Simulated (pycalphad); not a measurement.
Source of the numbers: pycalphad with the COST 507 light-alloy database (1999); pressure 1 atm. These are 1990s assessments: newer ones move some temperatures and phases.

Molar enthalpy of Al-0.7463Mn-14.1Si (wt.%) in equilibrium (SER reference):

```tsv
T (°C)	H (kJ/mol)	phases
1577	60.68	LIQUID
1502	58.34	LIQUID
1427	56.00	LIQUID
1352	53.66	LIQUID
1277	51.32	LIQUID
1202	48.98	LIQUID
1127	46.64	LIQUID
1052	44.30	LIQUID
977	41.96	LIQUID
902	39.62	LIQUID
827	37.29	LIQUID
752	34.96	LIQUID
677	32.64	LIQUID
652	31.86	LIQUID
627	31.10	LIQUID
602	30.28	LIQUID + ALMNSI_ALPHA
552	14.33	FCC_A1 + DIAMOND_A4 + ALMNSI_ALPHA
527	13.47	FCC_A1 + DIAMOND_A4 + ALMNSI_ALPHA
452	11.04	FCC_A1 + DIAMOND_A4 + ALMNSI_ALPHA
377	8.78	FCC_A1 + DIAMOND_A4 + ALMNSI_ALPHA
302	6.65	FCC_A1 + DIAMOND_A4 + ALMNSI_ALPHA
227	4.61	FCC_A1 + DIAMOND_A4 + ALMNSI_ALPHA
```

Cooling from 627 °C to 552 °C, across the freezing range, releases 16.8 kJ/mol, or 615 J/g. The slope is 31 J/(mol K) in the liquid and 34 J/(mol K) just below the solidus, where it includes any heat of precipitation. Liquidus 607 °C, solidus 576 °C. Changes were sought between steps of 25 K, so a narrower field can be missed.

Database names, with the compositions (at.%) that they take in these runs: ALMNSI_ALPHA: Al 70 Mn 17 Si 12. FCC_A1 is fcc; DIAMOND_A4 is diamond (Si).
